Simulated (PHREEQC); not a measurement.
Dissolve 0.21 mol H3BO3, 0.00015 mol K2HPO4 and 0.21 mol KCl per kg of water at 80 °C. Closed to the air; pH follows from the charge balance.

All values are PHREEQC results (ion-association model, phreeqc.dat), not measurements.

```csv
quantity,before,after
pH,5.54,5.66
H2BO3- (mol/kgw),0.000142,0.000139
H2PO4- (mol/kgw),0.000138,0.000136
HPO4-2 (mol/kgw),1.07e-5,1.23e-5
KHPO4- (mol/kgw),1.07e-6,1.30e-6
H3PO4 (mol/kgw),7.04e-8,4.48e-8
SI of Sylvite (KCl),-2.82,-2.73
```

Problem. Which change was made?
A) temperature from 80 to 60 °C
B) diluted 5-fold with water
C) diluted 10-fold with water

Solution. A, temperature from 80 to 60 °C

Precipitation was switched off in this run. Away from 25 °C the constants follow the database's enthalpies or fits; those with neither stay at their 25 °C values.
